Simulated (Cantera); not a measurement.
Feed: 1 mol Pb, 0.68 mol O₂, 1.1 mol H₂, at 53.0 Pa.

Method: chemical equilibrium by Gibbs-energy minimisation in Cantera with the NASA 1993 tables (ideal gas, pure condensed phases). Candidate condensed phases: H₂O, Pb, PbO, PbO₂, Pb₃O₄; 12 gas species. Rates play no part. All values below are at 1423 K.

Base state: H₂O 0.522, Pb 0.355, PbO 0.120, O₂ 0.00177, H₂ 0.000345, OH 0.000176 (mole fractions); condensed: gas only.

**Question.** What changes in the equilibrium state with this change: pressure from 53.0 Pa to 3.10 bar?

**Answer.** 
| species | before | after |
|---|---|---|
| H₂O | 0.522 | 0.995 |
| Pb | 0.355 | 0.00362 |
| PbO | 0.120 | 0.00101 |
| O₂ | 0.00177 | 2.05e-7 |
| OH | 0.000176 | 2.88e-6 |
| H₂ | 0.000345 | 0.000798 |
| Pb(l), mol | 0 | 0.735 |
| PbO(l), mol | 0 | 0.260 |
Each liquid is taken as pure. Mutual solubility and eutectic melting of coexisting phases are not modelled. Gases not in the tables: (PbO)n polymers.
